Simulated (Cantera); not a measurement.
Source: NASA polynomial tables (part measured, part estimated), evaluated in Cantera. Values are per mole of reaction as written; species without (g) are pure solids or liquids, kept so even where they would boil at 1 bar. TiC: taken at fixed stoichiometry.

TiO2 + C ⇌ TiC + O2(g)

| T (K) | ΔH° (kJ) | ΔS° (J/K) | ΔG° (kJ) | log10 K |
|---|---|---|---|---|
| 2325 | 673.2 | 125.0 | 382.6 | -8.60 |
| 2375 | ? | ? | ? | ? |
| 2425 | 670.8 | 124.0 | 370.2 | -7.97 |
| 2475 | ? | ? | ? | ? |
| 2525 | 668.5 | 123.0 | 357.8 | -7.40 |
| 2575 | 667.3 | 122.6 | 351.7 | -7.13 |
| 2625 | 666.2 | 122.2 | 345.5 | -6.88 |
| 2675 | ? | ? | ? | ? |

Q: Fill in the missing entries.

A: 
- 2375, ΔH° (kJ): 672.0
- 2375, ΔS° (J/K): 124.5
- 2375, ΔG° (kJ): 376.4
- 2375, log10 K: -8.28
- 2475, ΔH° (kJ): 669.6
- 2475, ΔS° (J/K): 123.5
- 2475, ΔG° (kJ): 364.0
- 2475, log10 K: -7.68
- 2675, ΔH° (kJ): 665.2
- 2675, ΔS° (J/K): 121.8
- 2675, ΔG° (kJ): 339.4
- 2675, log10 K: -6.63
